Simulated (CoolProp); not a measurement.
Properties of methane along the isotherm -71.05 °C (Tc = -82.6 °C, pc = 4.599 MPa, ω = 0.011).

Values from CoolProp's reference Helmholtz-energy equation of state, Setzmann 1991.

```
p (MPa)          phase  density (kg/m³)  isothermal compressibility (1/MPa)
-------  -------------  ---------------  ----------------------------------
3.54               gas              [?]                                 [?]
7.08     supercritical              [?]                              0.1802
10.6     supercritical            264.7                             0.03230
14.2     supercritical            287.8                                 [?]
17.7     supercritical              [?]                             0.01202
21.2     supercritical            313.9                            0.009226
24.8     supercritical            323.4                            0.007465
28.3     supercritical            331.3                            0.006307
31.8     supercritical            338.1                                 [?]
35.4     supercritical            344.4                            0.004812
38.9     supercritical              [?]                            0.004314
42.5     supercritical            355.2                            0.003901
46       supercritical            359.8                            0.003571
```

Question: What belongs in the gaps?

Answer: 
- 3.54, density (kg/m³): 45.65
- 3.54, isothermal compressibility (1/MPa): 0.4074
- 7.08, density (kg/m³): 207.3
- 14.2, isothermal compressibility (1/MPa): 0.01734
- 17.7, density (kg/m³): 302.6
- 31.8, isothermal compressibility (1/MPa): 0.005467
- 38.9, density (kg/m³): 350.0
